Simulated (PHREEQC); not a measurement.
NaOH is added in steps, without added water, to 1 kg of water holding 130 mmol/kgw NH4HF2, 0.25 mmol/kgw (NH4)2SiF6, 1.6 mmol/kgw H3BO3 and 0.031 mmol/kgw H2SO4, at 17 °C. O2 is buffered at 0.21 atm. No CO2 enters from the air. The run lets SiO2(a), Mirabilite precipitate or redissolve, and no other solid.

Base run: PHREEQC, ion-association model, wateq4f.dat. Each further column changes one thing. The table gives pH.

```json
[
 {"NaOH added (mol)": "0", "base": "3.16", "database phreeqc.dat": "3.00", "metal-ligand complexes left out": "3.16", "Debye-Hückel limiting law": "3.12", "Davies equation for every ion": "3.18"},
 {"NaOH added (mol)": "0.02025", "base": "3.30", "database phreeqc.dat": "3.17", "metal-ligand complexes left out": "3.31", "Debye-Hückel limiting law": "3.26", "Davies equation for every ion": "3.32"},
 {"NaOH added (mol)": "0.04725", "base": "3.51", "database phreeqc.dat": "3.42", "metal-ligand complexes left out": "3.52", "Debye-Hückel limiting law": "3.46", "Davies equation for every ion": "3.53"},
 {"NaOH added (mol)": "0.0675", "base": "3.70", "database phreeqc.dat": "3.63", "metal-ligand complexes left out": "3.71", "Debye-Hückel limiting law": "3.64", "Davies equation for every ion": "3.72"},
 {"NaOH added (mol)": "0.08775", "base": "3.94", "database phreeqc.dat": "3.89", "metal-ligand complexes left out": "3.95", "Debye-Hückel limiting law": "3.87", "Davies equation for every ion": "3.96"},
 {"NaOH added (mol)": "0.1148", "base": "4.55", "database phreeqc.dat": "4.53", "metal-ligand complexes left out": "4.57", "Debye-Hückel limiting law": "4.48", "Davies equation for every ion": "4.58"},
 {"NaOH added (mol)": "0.135", "base": "8.11", "database phreeqc.dat": "8.18", "metal-ligand complexes left out": "8.11", "Debye-Hückel limiting law": "8.10", "Davies equation for every ion": "8.11"},
 {"NaOH added (mol)": "0.1552", "base": "8.97", "database phreeqc.dat": "9.04", "metal-ligand complexes left out": "8.97", "Debye-Hückel limiting law": "8.97", "Davies equation for every ion": "8.97"},
 {"NaOH added (mol)": "0.1822", "base": "9.42", "database phreeqc.dat": "9.49", "metal-ligand complexes left out": "9.42", "Debye-Hückel limiting law": "9.42", "Davies equation for every ion": "9.42"},
 {"NaOH added (mol)": "0.2025", "base": "9.69", "database phreeqc.dat": "9.76", "metal-ligand complexes left out": "9.69", "Debye-Hückel limiting law": "9.69", "Davies equation for every ion": "9.69"},
 {"NaOH added (mol)": "0.2228", "base": "9.97", "database phreeqc.dat": "10.05", "metal-ligand complexes left out": "9.98", "Debye-Hückel limiting law": "9.97", "Davies equation for every ion": "9.97"},
 {"NaOH added (mol)": "0.2497", "base": "10.55", "database phreeqc.dat": "10.62", "metal-ligand complexes left out": "10.55", "Debye-Hückel limiting law": "10.55", "Davies equation for every ion": "10.55"},
 {"NaOH added (mol)": "0.27", "base": "11.97", "database phreeqc.dat": "11.97", "metal-ligand complexes left out": "11.97", "Debye-Hückel limiting law": "11.88", "Davies equation for every ion": "12.00"}
]
```

wateq4f.dat counts part of the HF as a dimer, H2F2, which phreeqc.dat doesn't know; its constant is uncertain. SiF6-2 is the database's only silicon fluoride. Real BF4- forms and hydrolyses slowly; the run takes it at equilibrium. phreeqc.dat and wateq4f.dat share most of their constants, so their agreement is no independent check. Solids allowed in the column 'database phreeqc.dat': Chalcedony.
